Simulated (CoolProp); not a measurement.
Properties of CH2F2 (R32) along the isobar 101 kPa.

Model: reference Helmholtz-energy equation of state, Tillner-Roth 1997, in CoolProp.

```json
[
 {"T (K)": "292.4", "phase": "gas", "density (kg/m³)": "2.190", "isothermal compressibility (1/MPa)": "10.04", "Prandtl number": "0.836"},
 {"T (K)": "306.7", "phase": "gas", "density (kg/m³)": "2.084", "isothermal compressibility (1/MPa)": "10.01", "Prandtl number": "0.825"},
 {"T (K)": "320.9", "phase": "gas", "density (kg/m³)": "1.988", "isothermal compressibility (1/MPa)": "9.996", "Prandtl number": "0.817"},
 {"T (K)": "335.2", "phase": "gas", "density (kg/m³)": "1.901", "isothermal compressibility (1/MPa)": "9.982", "Prandtl number": "0.808"},
 {"T (K)": "349.5", "phase": "gas", "density (kg/m³)": "1.821", "isothermal compressibility (1/MPa)": "9.970", "Prandtl number": "0.801"},
 {"T (K)": "363.7", "phase": "gas", "density (kg/m³)": "1.748", "isothermal compressibility (1/MPa)": "9.961", "Prandtl number": "0.793"},
 {"T (K)": "378", "phase": "gas", "density (kg/m³)": "1.681", "isothermal compressibility (1/MPa)": "9.953", "Prandtl number": "0.786"},
 {"T (K)": "392.2", "phase": "gas", "density (kg/m³)": "1.619", "isothermal compressibility (1/MPa)": "9.946", "Prandtl number": "0.778"},
 {"T (K)": "406.5", "phase": "gas", "density (kg/m³)": "1.561", "isothermal compressibility (1/MPa)": "9.941", "Prandtl number": "0.771"},
 {"T (K)": "420.7", "phase": "gas", "density (kg/m³)": "1.507", "isothermal compressibility (1/MPa)": "9.936", "Prandtl number": "0.763"},
 {"T (K)": "435", "phase": "gas", "density (kg/m³)": "1.457", "isothermal compressibility (1/MPa)": "9.932", "Prandtl number": "0.755"}
]
```

Viscosity comes from a separate model (Bell 2016), an estimate that may be off by 10 % or more. Thermal conductivity comes from a separate model (Huber 2003), an estimate that may be off by 10 % or more.
